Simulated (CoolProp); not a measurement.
Vapour-liquid equilibrium of R22 (1) + acetone (2) at 317.6 K; x and y are mole fractions of (1).

Values from CoolProp's multi-fluid Helmholtz-energy mixture model, Kamei 1995 and Lemmon 2006; pair parameters Bell 2016.

| x | bubble pressure, mixture model (bar) | bubble pressure, Raoult's law (bar) | y, mixture model | y, Raoult's law |
|---|---|---|---|---|
| 0.05 | 1.337 | 1.489 | 0.509 | 0.573 |
| 0.2 | 2.724 | 3.949 | 0.778 | 0.864 |
| 0.35 | 4.052 | 6.409 | 0.869 | 0.932 |
| 0.5 | 5.879 | 8.869 | 0.928 | 0.962 |
| 0.65 | 8.534 | 11.33 | 0.967 | 0.979 |
| 0.8 | 12.05 | 13.79 | 0.988 | 0.990 |
| 0.95 | 15.87 | 16.25 | 0.998 | 0.998 |

The largest gap from Raoult's law is -36.8 % in bubble pressure, at x = 0.35. No azeotrope shows between x = 0.05 and 0.95.

Pair parameters are fitted to limited data, so mixtures are less certain than the pure fluids.
